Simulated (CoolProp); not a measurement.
Computed with CoolProp (reference Helmholtz-energy equation of state, Zhou 2012).

Give the vapour pressure (MPa), liquid cp (kJ/(kg K)), vapour Z, surface tension (mN/m) of saturated ethylbenzene at 127.65, 178.95, 196.05 °C.


```tsv
T (°C)	p (MPa)	liquid cp (kJ/(kg K))	vapour Z	surface tension (mN/m)
127.65	0.0802	2.11	0.962	17.8
178.95	0.282	2.31	0.911	12.8
196.05	0.400	2.38	0.887	11.2
```

Surface tension comes from a separate correlation (Mulero 2014).
